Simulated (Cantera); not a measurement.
Charge: 1 mol FeS, 8 mol O2, at 873 K and 1.40 bar.

Equilibrium computed with Cantera from the NASA thermochemical tables; the gas is ideal and each condensed phase is pure. Candidate condensed phases: Fe, FeO, FeS, FeSO4, FeS2, Fe2O3, Fe2(SO4)3, Fe3O4, S; 12 gas species. The numbers say what is thermodynamically allowed, not how fast it happens.

Base state: O2 0.990, SO3 0.00890, SO2 0.000755 (mole fractions); condensed: Fe2O3(s) + Fe2(SO4)3(s).

### Question
What changes in the equilibrium state with this change: pressure from 1.40 bar to 1.00 bar?

### Answer
```
species              before    after
-----------------  --------  -------
O2                    0.990    0.986
SO3                 0.00890   0.0125
SO2                0.000755  0.00125
Fe2O3(s), mol         0.185    0.193
Fe2(SO4)3(s), mol     0.315    0.307
```
